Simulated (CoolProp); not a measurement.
A single-stage vapour-compression cycle with the fluid: evaporating at 201.15 K (dew point), condensing at 257.15 K (bubble point), superheat 2 K, subcooling 8 K, compressor efficiency 0.9, no pressure losses. The same conditions are run with several fluids, on thermodynamics alone (safety and materials aside).

Computed with CoolProp (reference Helmholtz-energy equation of state of each fluid (R115: Lemmon 2016; R22: Kamei 1995; propylene: Lemmon 2013; R143a: Lemmon and Jacobsen 2000; CH3F (R41): Lemmon 2006; hydrogen sulfide: Lemmon 2006)).

### Question
Rank R115, R22, propylene, R143a, CH3F (R41), hydrogen sulfide by cooling COP, highest first.

### Answer
propylene (2.73), R143a (2.70), R22 (2.68), R115 (2.63), hydrogen sulfide (2.55), CH3F (R41) (2.52)

```json
[
 {"fluid": "R115", "pressure ratio": "14.6", "discharge temperature (K)": "265.3", "refrigerating effect (kJ/kg)": "93.8", "volumetric capacity (kJ/m³)": "153"},
 {"fluid": "R22", "pressure ratio": "15.9", "discharge temperature (K)": "329.9", "refrigerating effect (kJ/kg)": "201", "volumetric capacity (kJ/m³)": "187"},
 {"fluid": "propylene", "pressure ratio": "12.3", "discharge temperature (K)": "304.9", "refrigerating effect (kJ/kg)": "362", "volumetric capacity (kJ/m³)": "262"},
 {"fluid": "R143a", "pressure ratio": "13.8", "discharge temperature (K)": "291.4", "refrigerating effect (kJ/kg)": "181", "volumetric capacity (kJ/m³)": "243"},
 {"fluid": "CH3F (R41)", "pressure ratio": "9.07", "discharge temperature (K)": "349.2", "refrigerating effect (kJ/kg)": "377", "volumetric capacity (kJ/m³)": "1140"},
 {"fluid": "hydrogen sulfide", "pressure ratio": "11.6", "discharge temperature (K)": "388.9", "refrigerating effect (kJ/kg)": "466", "volumetric capacity (kJ/m³)": "513"}
]
```
